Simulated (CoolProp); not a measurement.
R407C at 293.15 K and 2.34 MPa is throttled through a valve to 1.14 MPa with no heat exchange. Each further row changes one setting.

Model: reference Helmholtz-energy equation of state, Lemmon 2003, in CoolProp. It is a pseudo-pure fit of the blend.

```json
[
 {"case": "as stated", "temperature change (K)": "-0.0", "final phase": "liquid", "final density (kg/m³)": "1160"},
 {"case": "outlet pressure 0.342 MPa", "temperature change (K)": "(withheld)", "final phase": "(withheld)", "final density (kg/m³)": "(withheld)"},
 {"case": "outlet pressure 1.48 MPa", "temperature change (K)": "-0.0", "final phase": "liquid", "final density (kg/m³)": "1160"}
]
```

Q: Fill in the missing entries.

A: 
- outlet pressure 0.342 MPa, temperature change (K): -33.3
- outlet pressure 0.342 MPa, final phase: two-phase, vapour fraction 0.219
- outlet pressure 0.342 MPa, final density (kg/m³): 64.5
